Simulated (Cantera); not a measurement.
A perfectly stirred reactor is fed with CH4 : O2 : N2 = 1 : 2.63 : 9.89 (molar parts), equivalence ratio 0.76, at 10.0 bar; it is adiabatic with a 398 K inlet, and is followed from long to short residence time, starting on the burning branch (τ in s: 0.026, 0.013, 0.0064, 0.0032, 0.0016, 0.0008, 0.0004, 0.0002, 0.0001, 5e-05, 2.5e-05).

Computed with Cantera and GRI-Mech 3.0 (53 species, 325 reactions).

x: mole fraction; the columns are a selection and need not sum to one.

```csv
τ (s),T (K),x CH4,x O2,x CH2,x CH2CO,x NO,x CO2,x O
0.026,2016,5.56e-6,0.0464,3.62e-8,5.45e-10,0.000129,0.0736,6.22e-5
0.013,2014,1.03e-5,0.0465,7.10e-8,1.67e-9,8.10e-5,0.0735,7.12e-5
0.0064,2012,?,0.0466,?,?,?,0.0733,?
0.0032,2008,3.15e-5,0.0468,2.66e-7,1.42e-8,4.20e-5,0.0729,0.000114
0.0016,2002,5.25e-5,0.0471,4.95e-7,3.76e-8,3.48e-5,0.0723,0.000157
0.00080,1992,8.67e-5,0.0475,9.00e-7,9.47e-8,3.03e-5,0.0713,0.000220
0.00040,1977,0.000145,0.0484,1.59e-6,2.32e-7,2.64e-5,0.0698,0.000310
0.00020,1953,0.000249,0.0498,2.75e-6,5.76e-7,2.23e-5,0.0672,0.000425
0.00010,1914,0.000468,0.0524,4.61e-6,1.58e-6,1.69e-5,0.0629,0.000537
5.0e-5,398,0.0740,0.195,<1e-12,<1e-12,<1e-12,<1e-12,<1e-12
2.5e-5,398,0.0740,0.195,<1e-12,<1e-12,<1e-12,<1e-12,<1e-12
```

Fill in the missing entries.


- 0.0064, x CH4: 1.84e-5
- 0.0064, x CH2: 1.40e-7
- 0.0064, x CH2CO: 5.08e-9
- 0.0064, x NO: 5.52e-5
- 0.0064, x O: 8.75e-5
